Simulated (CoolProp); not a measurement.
Vapour pressure (bar) of cyclopentane: the reference equation beside estimates from Tc = 511.7 K, pc = 45.83 bar, ω = 0.202. Clausius-Clapeyron is anchored at 356.1 K with a constant enthalpy of vaporisation of 25.43 kJ/mol.

Values from CoolProp's reference Helmholtz-energy equation of state, Gedanitz 2015.

```csv
T (K),reference,Lee-Kesler,Clausius-Clapeyron,Soave-Redlich-Kwong,Peng-Robinson
298.4,0.4276,0.4136,0.5179,0.4172,0.4288
310,0.6615,0.6449,0.7599,0.6486,0.6611
321.5,0.9836,0.9660,1.081,0.9691,0.9810
333.1,1.422,1.406,1.506,[?],1.416
344.6,1.993,1.981,2.046,1.982,1.985
356.1,2.725,2.723,2.725,2.722,[?]
367.7,3.655,3.667,3.573,3.666,3.646
379.2,4.796,4.827,4.598,4.830,4.790
390.8,6.198,6.252,5.842,6.265,6.202
402.3,7.868,7.949,[?],7.981,7.890
413.9,9.870,9.981,9.041,10.04,9.920
425.4,12.20,12.35,11.04,12.45,[?]
437,14.95,15.12,13.36,15.28,15.09
448.5,18.10,18.30,15.99,18.52,18.31
```

### Question
Fill in the missing entries.

### Answer

- 333.1, Soave-Redlich-Kwong: 1.407
- 356.1, Peng-Robinson: 2.715
- 402.3, Clausius-Clapeyron: 7.306
- 425.4, Peng-Robinson: 12.29

Absolute difference from the reference over all 14 rows, mean and median: Lee-Kesler 1.2 and 1.1 %, Clausius-Clapeyron 8.1 and 7.8 %, Soave-Redlich-Kwong 1.4 and 1.5 %, Peng-Robinson 0.4 and 0.3 %.
